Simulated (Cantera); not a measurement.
Charge: 1 mol SiO₂, 300 mol H₂, at 0.203 Torr.

These are equilibrium values from Cantera (NASA tables, ideal gas, pure condensed phases), not measurements of a reactor. Candidate condensed phases: H₂O, Si, SiO₂; 18 gas species. Equilibrium is a limit: real reactors are often held back by kinetics, nucleation or transport. All values below are at 1350 °C.

Base state: H₂ 0.989, H 0.00418, SiO 0.00332, H₂O 0.00331 (mole fractions); condensed: gas only.

Question: What changes in the equilibrium state with this change: pressure from 0.203 Torr to 473 Torr?

Answer: 
| species | before | after |
|---|---|---|
| H₂ | 0.989 | 0.999 |
| H₂O | 0.00331 | 0.000269 |
| SiO | 0.00332 | 0.000269 |
| H | 0.00418 | 8.71e-5 |
| SiO₂(β-quartz), mol | 0 | 0.919 |
The tables hold silica as quartz up to 1696 K and as liquid above; real silica turns to tridymite and cristobalite and melts near 1996 K.
